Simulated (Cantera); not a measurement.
Input (Python, Cantera):

```python
import numpy as np
import cantera as ct

gas = ct.Solution("gri30.yaml")
gas.TPX = 1250, 22000, {'CH4': 1, 'H2O': 0.43}
reactor = ct.IdealGasConstPressureReactor(gas, energy="off", clone=False)
net = ct.ReactorNet([reactor])
net.rtol, net.atol = 1e-08, 1e-18
show = ['CH4', 'H2O', 'HCO', 'CH2O', 'C2H6', 'O2']
times = np.geomspace(0.0002, 80, 11)

steps = ct.SolutionArray(gas, extra=["t"])
rows = []
print(f"{'t/s':>10s}{'T/K':>9s}{'P/Pa':>11s}" + "".join(f"{s:>11s}" for s in show))
for t in times:
    while net.time < t:
        t_next = net.step()
        steps.append(gas.state, t=t_next)
    rows.append([np.interp(t, steps.t, y) for y in (steps.T, steps.P, *steps(*show).X.T)])
    print(f"{t:10.3e}{rows[-1][0]:9.1f}{rows[-1][1]:11.4g}" + "".join(f"{x:11.3e}" for x in rows[-1][2:]))
rate = np.gradient(steps.T, steps.t)
print("integrator steps:", len(steps.t))
if steps.T.max() > steps.T[0] + 200:
    print(f"time of steepest temperature rise: {steps.t[rate.argmax()]:.4e} s")
gas.TPX = 1250, 22000, {'CH4': 1, 'H2O': 0.43}
gas.equilibrate("TP")
print(f"equilibrium (TP): T = {gas.T:.1f} K  " + "  ".join(f"{s} {gas[s].X[0]:.3e}" for s in show))
```

Output:

```
       t/s      T/K       P/Pa        CH4        H2O        HCO       CH2O       C2H6         O2
 2.000e-04   1250.0    2.2e+04  6.993e-01  3.007e-01  4.326e-23  1.034e-15  9.056e-12  1.245e-26
 7.265e-04   1250.0    2.2e+04  6.993e-01  3.007e-01  6.247e-21  4.786e-14  4.310e-10  1.947e-24
 2.639e-03   1250.0    2.2e+04  6.993e-01  3.007e-01  9.841e-19  2.218e-12  2.010e-08  3.152e-22
 9.586e-03   1250.0    2.2e+04  6.993e-01  3.007e-01  9.812e-17  7.847e-11  7.091e-07  3.322e-20
 3.482e-02   1250.0    2.2e+04  6.993e-01  3.007e-01  1.504e-15  8.867e-10  7.839e-06  5.973e-19
 1.265e-01   1250.0    2.2e+04  6.992e-01  3.007e-01  8.431e-15  4.399e-09  3.578e-05  3.581e-18
 4.595e-01   1250.0    2.2e+04  6.990e-01  3.007e-01  4.786e-14  1.909e-08  1.282e-04  2.391e-17
 1.669e+00   1250.0    2.2e+04  6.979e-01  3.006e-01  2.233e-13  6.416e-08  3.310e-04  2.131e-16
 6.063e+00   1250.0    2.2e+04  6.928e-01  2.999e-01  3.727e-13  9.528e-08  4.141e-04  1.247e-15
 2.202e+01   1250.0    2.2e+04  6.728e-01  2.965e-01  3.492e-13  8.517e-08  3.503e-04  2.618e-15
 8.000e+01   1250.0    2.2e+04  6.106e-01  2.854e-01  3.139e-13  6.136e-08  2.269e-04  1.052e-15
integrator steps: 1058
equilibrium (TP): T = 1250.0 K  CH4 2.097e-01  H2O 1.407e-06  HCO 1.701e-10  CH2O 1.138e-08  C2H6 7.710e-05  O2 3.105e-26
```

Computed with Cantera and GRI-Mech 3.0 (53 species, 325 reactions). GRI-Mech 3.0 stops at C3 and has no aromatics, soot or wall deposition, so with more carbon than oxygen in the feed, carbon stays in small species such as C2H2 where larger ones or solid carbon would form.
